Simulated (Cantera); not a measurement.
## Thermodynamics of chlorosilane synthesis and conversion, feed Si + Cl₂ + H₂

Charge: 1 mol Si, 1.7 mol Cl₂, 13 mol H₂, at 1698.15 K and 100 Torr.

Cantera equilibrium calculation (NASA polynomials, part measured and part estimated; ideal gas, pure solids and liquids). Candidate condensed phases: Si; 19 gas species. The tables' values for SiCl₃, SiCl are old estimates; treat these amounts as uncertain. Gases not in the tables: Si₂H₆ and higher silanes. The numbers say what is thermodynamically allowed, not how fast it happens.

- x(H₂): 0.829
- x(HCl): 0.113
- x(SiCl₂): 0.0555
- x(SiCl₃): 0.00204
- x(H): 0.000361
- x(SiHCl₃): 0.000210
- x(SiCl₄): 0.000149
- x(SiH₂Cl₂): 5.16e-5
- x(Cl): 3.83e-5
- n(Si(l)): 0.149 mol
- gas amount: 14.68 mol
